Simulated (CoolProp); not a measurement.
Model: reference Helmholtz-energy equation of state, Platzer 1990, in CoolProp. This equation is an older, rougher fit; its heat capacities, sound speeds and derivatives of the liquid may be far off and weren't checked against measurements.

**Question.** Give the vapour pressure (kPa), liquid density (kg/m³), vapour density (kg/m³), enthalpy of vaporisation (kJ/kg) of saturated R21 at 25.25, 63.55, 127.45 °C.

**Answer.** 
```json
[
 {"T (°C)": "25.25", "p (kPa)": "184", "liquid density (kg/m³)": "1370", "vapour density (kg/m³)": "8.06", "enthalpy of vaporisation (kJ/kg)": "230"},
 {"T (°C)": "63.55", "p (kPa)": "572", "liquid density (kg/m³)": "1270", "vapour density (kg/m³)": "23.8", "enthalpy of vaporisation (kJ/kg)": "206"},
 {"T (°C)": "127.45", "p (kPa)": "2260", "liquid density (kg/m³)": "1060", "vapour density (kg/m³)": "98.4", "enthalpy of vaporisation (kJ/kg)": "150"}
]
```
